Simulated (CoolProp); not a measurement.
Model: reference Helmholtz-energy equation of state, Thol 2015, in CoolProp.

Task: Give the vapour pressure (MPa), liquid density (kg/m³), enthalpy of vaporisation (kJ/kg), surface tension (mN/m) of saturated octamethylcyclotetrasiloxane (D4) at 334, 424.6, 454.8 K.

Result: 
```json
[
 {"T (K)": "334", "p (MPa)": "0.00135", "liquid density (kg/m³)": "909", "enthalpy of vaporisation (kJ/kg)": "172", "surface tension (mN/m)": "15.4"},
 {"T (K)": "424.6", "p (MPa)": "0.0522", "liquid density (kg/m³)": "798", "enthalpy of vaporisation (kJ/kg)": "140", "surface tension (mN/m)": "8.98"},
 {"T (K)": "454.8", "p (MPa)": "0.117", "liquid density (kg/m³)": "757", "enthalpy of vaporisation (kJ/kg)": "129", "surface tension (mN/m)": "7.00"}
]
```

Surface tension comes from a separate correlation (Mulero 2014), older than this fluid's equation and unchecked against measurements.
